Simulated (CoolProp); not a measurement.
Carbonyl sulfide at 293.15 K and 0.321 MPa is throttled through a valve to 0.108 MPa with no heat exchange. Each further row changes one setting.

Values from CoolProp's reference Helmholtz-energy equation of state, Lemmon 2006. It is a short technical equation, of lower accuracy than the large ones.

```
case                        temperature change (K)  final density (kg/m³)
--------------------------  ----------------------  ---------------------
as stated                                      [?]                   2.74
outlet pressure 0.0324 MPa                     [?]                    [?]
outlet pressure 0.14 MPa                       [?]                   3.56
```

Task: Some entries are withheld; supply them.

Result: 
- as stated, temperature change (K): -4.6
- outlet pressure 0.0324 MPa, temperature change (K): -6.3
- outlet pressure 0.0324 MPa, final density (kg/m³): 0.819
- outlet pressure 0.14 MPa, temperature change (K): -3.9
